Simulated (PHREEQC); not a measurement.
Consider water at 20 °C with 0.0014 mol/kgw KHCO3 and 7.5e-05 mol/kgw Na2SO4. Closed to the air; pH follows from the charge balance.

All values are PHREEQC results (Pitzer model, pitzer.dat), not measurements.

Problem. The ionic strength comes out as 0.00164 mol/kgw. What activity coefficients do CO3-2, HCO3-, K+, Na+, OH- get?

Solution. CO3-2 0.83, HCO3- 0.96, K+ 0.95, Na+ 0.97, OH- 0.96. Single-ion values are on the MacInnes scale.

No solid was allowed to form.
